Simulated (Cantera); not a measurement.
## Stirred combustor or abatement burner

A perfectly stirred reactor is fed with 33.5 % H2, 14.0 % O2, 52.6 % N2, at 315 Torr; it is adiabatic with a 475 K inlet, and is followed from long to short residence time, starting on the burning branch (τ in s: 0.14, 0.047, 0.016, 0.0055, 0.0019, 0.00064, 0.00022, 7.4e-05, 2.5e-05).

Computed with Cantera and GRI-Mech 3.0 (53 species, 325 reactions).

```
τ (s)    T (K)    x H2     x O2    x N2O     x NO2      x H
-------  -----  ------  -------  -------  --------  -------
0.14      2422  0.0675  0.00123  3.52e-8   4.62e-8  0.00866
0.047     2397  0.0681  0.00169  3.06e-8   3.76e-8   0.0104
0.016     2342  0.0693  0.00280  2.41e-8   2.18e-8   0.0144
0.0055    2240  0.0716  0.00497  1.86e-8   7.82e-9   0.0220
0.0019    2085  0.0741  0.00831  1.63e-8   2.51e-9   0.0344
0.00064   1883  0.0753   0.0127  1.61e-8   1.26e-9   0.0524
0.00022   1660  0.0753   0.0180  1.57e-8  7.78e-10   0.0737
7.4e-5    1421  0.0840   0.0281  1.37e-8  3.46e-10   0.0912
2.5e-5     475   0.335    0.140   <1e-12    <1e-12   <1e-12
```
x: mole fraction; the columns are a selection and need not sum to one.
